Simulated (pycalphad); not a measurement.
All values are pycalphad results on the COST 507 light-alloy database (1999) (1 atm), not direct measurements. The data set is of 1999 and partly superseded. Phase fractions are per mole of atoms.

Give the equilibrium state of Al-1.31Si-6.419Mg (wt.%) at 550 K.


```
T = 550.00 K, P = 101325 Pa, N = 1 mol of atoms
G = -19114 J/mol, H = 6125 J/mol, S = 45.89 J/(mol K)  (SER reference)
chemical potentials (J/mol): Al -17921, Si -57177, Mg -27830
phase             fraction      x(Al)      x(Si)      x(Mg)
FCC_A1              0.9625     0.9524   2.23e-08     0.0476
MG2SI               0.0375       none     0.3333     0.6667
```

Give the equilibrium state of Al-1.31Si-6.419Mg (wt.%) at 500 K.

fcc, fraction 0.960, with <0.01 Si, 4.2 Mg wt.%; MG2SI, fraction 0.037, with 36.6 Si, 63.4 Mg wt.%; ALMG_BETA, fraction 0.003, with no Si, 36.4 Mg wt.%.

Database names, with the compositions (at.%) that they take in these runs: MG2SI: Mg 67 Si 33; ALMG_BETA: Al 61 Mg 39. FCC_A1 is fcc. An entry "none" or "no" means that the model of the phase leaves that element out.
